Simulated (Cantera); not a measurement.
Thermodynamics of boron, boron nitride and boron oxide, feed B₂H₆ + N₂ + H₂

A closed system holds: 1 mol B₂H₆, 2.2 mol N₂, 15 mol H₂, held at 1723 K and 13000 Pa.

Cantera equilibrium calculation (NASA polynomials, part measured and part estimated; ideal gas, pure solids and liquids). Candidate condensed phases: B, BN; 15 gas species. The feed counts by its element totals alone. The numbers say what is thermodynamically allowed, not how fast it happens.

The x(H₂) is 0.937 and the x(N₂) is 0.0625. The x(H) comes out as 0.000490. The x(NH₃) comes out as 1.02e-6. The n(BN(s)) comes out as 2.00 mol, the gas amount comes out as 19.20 mol and the log10 activity of B(s) (absent) is -1.96.
